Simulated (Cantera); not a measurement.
What does this Cantera script print?

```python
import numpy as np
import cantera as ct

gas = ct.Solution("gri30.yaml", transport_model="mixture-averaged")
show = ['CH4', 'NH3', 'CH3']

rows = []
print(f"{'T/K':>7s}{'rho':>11s}{'cp':>10s}{'mu':>11s}{'lambda':>11s}{'Pr':>7s}" + "".join(f"{'D_' + s:>11s}" for s in show))
for T in [400, 650, 900, 1150, 1400, 1650, 1900]:
    gas.TPX = T, 250, {'N2': 0.92}
    Pr = gas.cp_mass * gas.viscosity / gas.thermal_conductivity
    D = [gas.mix_diff_coeffs_mole[gas.species_index(s)] for s in show]
    rows.append([gas.density, gas.cp_mass, gas.viscosity, gas.thermal_conductivity, Pr, *D])
    print(f"{T:7g}{gas.density:11.4e}{gas.cp_mass:10.1f}{gas.viscosity:11.4e}"
          f"{gas.thermal_conductivity:11.4e}{Pr:7.3f}" + "".join(f"{d:11.4e}" for d in D))
print("SI units: kg/m3, J/kg/K, Pa s, W/m/K, m2/s")
```

Output:

```
    T/K        rho        cp         mu     lambda     Pr      D_CH4      D_NH3      D_CH3
    400 2.1058e-03    1046.6 2.2340e-05 3.2779e-02  0.713 1.5130e-02 1.5492e-02 1.5191e-02
    650 1.2959e-03    1084.0 3.1222e-05 4.8184e-02  0.702 3.4889e-02 3.7526e-02 3.5045e-02
    900 9.3592e-04    1147.0 3.8733e-05 6.2902e-02  0.706 6.0408e-02 6.6405e-02 6.0689e-02
   1150 7.3246e-04    1195.4 4.5455e-05 7.6851e-02  0.707 9.1023e-02 1.0119e-01 9.1456e-02
   1400 6.0166e-04    1230.7 5.1644e-05 9.0025e-02  0.706 1.2631e-01 1.4131e-01 1.2691e-01
   1650 5.1050e-04    1257.7 5.7439e-05 1.0245e-01  0.705 1.6595e-01 1.8637e-01 1.6675e-01
   1900 4.4333e-04    1278.0 6.2924e-05 1.1417e-01  0.704 2.0971e-01 2.3609e-01 2.1072e-01
SI units: kg/m3, J/kg/K, Pa s, W/m/K, m2/s
```

Model: GRI-Mech 3.0 (53 species, 325 reactions), integrated in Cantera.
